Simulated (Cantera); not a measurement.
Charge: 1 mol Zr, 0.48 mol O2, 33 mol N2, equilibrated at 0.00133 bar.

Cantera equilibrium calculation (NASA polynomials, part measured and part estimated; ideal gas, pure solids and liquids). Candidate condensed phases: Zr, ZrN, ZrO2; 13 gas species. Mutual solubility and eutectic melting of coexisting phases are not modelled. ZrN: taken at fixed stoichiometry. Condensed phases not in the tables: solid solutions among these carbides, nitrides and lower oxides. Equilibrium is a limit: real reactors are often held back by kinetics, nucleation or transport.

Over these rows the condensed part is ZrN(s) + ZrO2(tetragonal). Partial pressures as log10 of bar:

| T (K) | 1000/T (1/K) | log p Zr | log p N2 |
|---|---|---|---|
| 2175 | 0.4598 | -9.91 | -2.88 |
| 2225 | 0.4494 | ? | -2.88 |
| 2275 | 0.4396 | -8.91 | -2.88 |
| 2325 | 0.4301 | -8.43 | -2.88 |
| 2375 | 0.4211 | -7.98 | -2.88 |
| 2425 | 0.4124 | -7.55 | -2.88 |

**Question.** Fit log p(Zr) = a + b·(1000/T) to the five rows, give the apparent enthalpy, and predict the row at 2225 K.

**Answer.** Means: 1000/T = 0.4326, log p = -8.556. Sxy = -0.066567, Sxx = 0.0013354, so b = -49.85 and a = -8.556 − (-49.85)×0.4326 = 13.01.
Apparent enthalpy: −19.145 × (-49.85) = 954 kJ/mol. With the condensed phases at unit activity, ZrN(s) = Zr(g) + 1/2 N2(g) links this pressure to the main gases: over the six rows their terms move log p by +0.00 in all, so the slope is close to that reaction's ΔH°. The five rows lie within 0.01 of the line.
Prediction at 2225 K: 13.01 + (-49.85)×0.4494 = -9.39. The computed value is -9.40, 0.01 from the line.
